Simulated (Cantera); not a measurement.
Cantera run, input and output.

```python
import numpy as np
import cantera as ct

gas = ct.Solution("h2o2.yaml")
gas.TPX = 600, 1000000, {'H2': 1, 'O2': 0.179, 'N2': 0.536, 'H2O': 0.022}
flame = ct.FreeFlame(gas, width=0.008)
flame.set_refine_criteria(ratio=3, slope=0.08, curve=0.16)
flame.transport_model = "mixture-averaged"
flame.solve(loglevel=0, auto=True)
z, T = flame.grid, flame.T
thick = (T[-1] - T[0]) / np.gradient(T, z).max()
show = ['H2', 'O2', 'H2O2', 'HO2', 'OH', 'O']
print(f"laminar burning velocity  {flame.velocity[0] * 100:.3f} cm/s")
print(f"burnt temperature         {T[-1]:.1f} K")
print(f"thermal thickness         {thick * 1e3:.4f} mm")
print(f"grid points               {len(z)}")
z0 = z[flame.heat_release_rate.argmax()]
print(f"{'z/mm':>9s}{'T/K':>9s}{'u/(m/s)':>9s}" + "".join(f"{s:>11s}" for s in show))
rows = []
for k in (-3, -2, -1.5, -1, -0.5, -0.25, 0, 0.25, 0.5, 1, 2, 4, 8):
    zz = z0 + k * thick
    rows.append([k * thick, np.interp(zz, z, T), np.interp(zz, z, flame.velocity),
                 *(np.interp(zz, z, flame.X[gas.species_index(s)]) for s in show)])
    print(f"{rows[-1][0] * 1e3:9.3f}{rows[-1][1]:9.1f}{rows[-1][2]:9.3f}" + "".join(f"{x:11.3e}" for x in rows[-1][3:]))
```

Output:

```
laminar burning velocity  792.262 cm/s
burnt temperature         2168.0 K
thermal thickness         0.0261 mm
grid points               118
     z/mm      T/K  u/(m/s)         H2         O2       H2O2        HO2         OH          O
   -0.078    600.0    7.923  5.757e-01  1.031e-01  8.640e-12  3.034e-10  1.449e-14  4.148e-13
   -0.052    600.1    7.923  5.757e-01  1.031e-01  8.028e-10  2.764e-08  3.248e-12  9.287e-11
   -0.039    600.4    7.926  5.755e-01  1.031e-01  6.602e-09  2.245e-07  3.841e-11  1.093e-09
   -0.026    604.6    7.964  5.745e-01  1.033e-01  2.526e-07  8.370e-06  2.540e-09  5.573e-08
   -0.013    712.1    9.142  5.591e-01  1.039e-01  3.561e-05  8.993e-04  6.222e-05  1.449e-05
   -0.007   1020.9   12.677  5.238e-01  9.333e-02  8.842e-05  1.028e-03  6.038e-04  1.891e-04
    0.000   1394.6   16.960  4.716e-01  6.543e-02  3.468e-05  5.048e-04  1.156e-03  7.307e-04
    0.007   1654.2   20.012  4.258e-01  3.345e-02  6.158e-06  2.316e-04  1.708e-03  8.790e-04
    0.013   1794.6   21.679  4.011e-01  1.405e-02  2.846e-06  9.338e-05  1.875e-03  5.577e-04
    0.026   1912.2   23.021  3.896e-01  2.424e-03  9.014e-07  1.520e-05  1.825e-03  1.914e-04
    0.052   1997.6   23.921  3.928e-01  1.749e-04  2.356e-07  1.088e-06  1.546e-03  7.703e-05
    0.104   2064.5   24.600  3.988e-01  1.287e-05  8.956e-08  1.248e-07  1.114e-03  3.317e-05
    0.208   2111.2   25.065  4.035e-01  3.660e-06  3.600e-08  4.018e-08  7.054e-04  1.207e-05
```

Model: the H2/O2 subset of GRI-Mech 3.0, which has no nitrogen chemistry, integrated in Cantera. The hydrogen kinetics of GRI-Mech 3.0 are dated; newer H2 mechanisms differ, most at raised pressure. Burning velocities carry a grid error of a few per cent, more on coarse grids.
